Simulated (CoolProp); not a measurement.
Vapour-liquid equilibrium of n-butane (1) + cis-2-butene (2) at 0.104 bar; x and y are mole fractions of (1).

The numbers come from the multi-fluid Helmholtz-energy mixture model, Bücker 2006 and Lemmon 2005; pair parameters Bell 2016 in CoolProp.

Give the bubble temperature and the first vapour's composition at x = 0.05, 0.2, 0.8. Is there an azeotrope?

x = 0.05: 228.7 K, y = 0.072; x = 0.2: 227.7 K, y = 0.258; x = 0.8: 225.3 K, y = 0.828. No azeotrope shows between x = 0.05 and 0.95.

The pair parameters rest on a limited set of measurements; away from them the model extrapolates.
